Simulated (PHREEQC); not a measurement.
1.5 g of hydrous ferric oxide (600 m²/g; 0.2 weak and 0.005 strong sites per Fe, Dzombak-Morel constants, diffuse double layer) in 1 kg of water with 0.1 mol/kgw of an inert sodium salt, at 25 °C; the pH is set by adding NaOH or the inert anion's acid. Oxygen is held at 0.21 atm. No CO2 enters from the air. Nothing may precipitate in this run.

The numbers come from PHREEQC with the ion-association model, wateq4f.dat.

```tsv
pH	surface charge σ (C/m²)	surface potential ψ (mV)
4	0.321	146
4.5	0.273	138
5	0.215	126
5.5	0.159	111
6	0.112	93
6.5	0.074	74
7	0.045	52
7.5	0.022	29
8	0.004	5
8.5	-0.014	-19
9	-0.034	-42
9.5	-0.060	-65
10	-0.094	-85
```

Complexes and solids missing from the database can't appear.
